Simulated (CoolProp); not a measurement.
Vapour-liquid equilibrium of benzene (1) + n-decane (2) at 0.573 MPa; x and y are mole fractions of (1).

Model: multi-fluid Helmholtz-energy mixture model, Thol 2012 and Lemmon 2006; pair parameters Bell 2016, in CoolProp.

```tsv
x	bubble temperature (K)	y at the bubble point	dew temperature at overall composition x (K)	liquid density (mol/L)
0.05	521.1	0.164	527.7	3.802
0.15	502.7	0.439	521.9	4.186
0.25	486.1	0.631	515.8	4.592
0.35	472.1	0.756	509.1	5.020
0.45	460.5	0.837	501.8	5.479
0.55	451.0	0.890	493.6	5.983
0.65	443.1	0.928	484.2	6.547
0.75	436.3	0.955	472.8	7.192
0.85	430.3	0.976	458.3	7.944
0.95	424.9	0.993	437.6	8.837
```

No azeotrope shows between x = 0.05 and 0.95.

Pair parameters are fitted to limited data, so mixtures are less certain than the pure fluids.
